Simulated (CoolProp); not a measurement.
Tetradecamethylhexasiloxane (MD4M) along the isobar 232 kPa: Z from the reference equation and from simpler models built on Tc = 653.2 K, pc = 828.6 kPa, ω = 0.800; each cubic takes its own stable root.

Computed with CoolProp (reference Helmholtz-energy equation of state, Thol 2019).

```csv
T (K),phase,reference
319.9,liquid,0.04624
339.2,liquid,0.04456
358.5,liquid,0.04312
377.8,liquid,0.04187
397.1,liquid,0.04080
416.4,liquid,0.03989
435.7,liquid,0.03914
455,liquid,0.03852
474.3,liquid,0.03806
493.6,liquid,0.03774
```

**Question.** How far does each simpler model (van der Waals, Redlich-Kwong, Soave-Redlich-Kwong, Peng-Robinson) lie from the reference over these 10 states: mean and median of the absolute difference, and the worst?

**Answer.** 
- van der Waals: mean 278.2 %, median 83.6 %, worst +2029.8 % at 493.6 K and 232 kPa
- Redlich-Kwong: mean 25.3 %, median 25.1 %, worst +26.1 % at 493.6 K and 232 kPa
- Soave-Redlich-Kwong: mean 14.3 %, median 13.9 %, worst +18.2 % at 319.9 K and 232 kPa
- Peng-Robinson: mean 2.1 %, median 1.4 %, worst +5.5 % at 319.9 K and 232 kPa

At some of these states van der Waals gives the other phase, because its saturation line lies elsewhere.
